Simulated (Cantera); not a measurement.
A closed system holds: 1 mol SiH2Cl2, 2.4 mol NH3, held at 1648.15 K and 750 Torr.

Cantera equilibrium calculation (NASA polynomials, part measured and part estimated; ideal gas, pure solids and liquids). Candidate condensed phases: NH4Cl, Si, Si3N4; 28 gas species. The tables' values for SiCl3 are old estimates; treat these amounts as uncertain. Rates play no part.

Base state: H2 0.612, HCl 0.261, N2 0.102, SiCl2 0.0139, SiCl3 0.00486, SiCl4 0.00376, SiHCl3 0.00147, SiH2Cl2 9.81e-5 (mole fractions); condensed: Si3N4(s).

Problem. What changes in the equilibrium state with this change: pressure from 750 Torr to 75.0 Torr?

Solution. 
| species | before | after |
|---|---|---|
| H2 | 0.612 | 0.619 |
| HCl | 0.261 | 0.219 |
| N2 | 0.102 | 0.115 |
| SiCl2 | 0.0139 | 0.0412 |
| SiCl4 | 0.00376 | 0.000774 |
| SiHCl3 | 0.00147 | 0.000366 |
| Si3N4(s), mol | 0.284 | 0.236 |
